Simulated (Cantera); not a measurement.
A closed system holds: 1 mol BN, 0.64 mol N₂, held at 100 Torr.

These are equilibrium values from Cantera (NASA tables, ideal gas, pure condensed phases), not measurements of a reactor. Candidate condensed phases: B, BN; 12 gas species. Ions and electrons are included (thermal ionisation). Equilibrium is a limit: real reactors are often held back by kinetics, nucleation or transport.

Problem. Which condensed phases are stable at each of these points (T (K)): 2500, 2750, 3000, 3250, 3500, 3750, 4000, 4250, 4500, 4750, 5000?

Solution. 
```
T (K)  condensed phases  B condensed (%)
-----  ----------------  ---------------
2500              BN(s)            100.0
2750               B(l)             99.3
3000               B(l)             95.6
3250               B(l)             77.4
3500           gas only              0.0
3750           gas only              0.0
4000           gas only              0.0
4250           gas only              0.0
4500           gas only              0.0
4750           gas only              0.0
5000           gas only              0.0
```

At 2500 K the condensed part is BN(s). From 2750 K to 3250 K the condensed part is B(l). From 3500 K to 5000 K nothing is condensed.
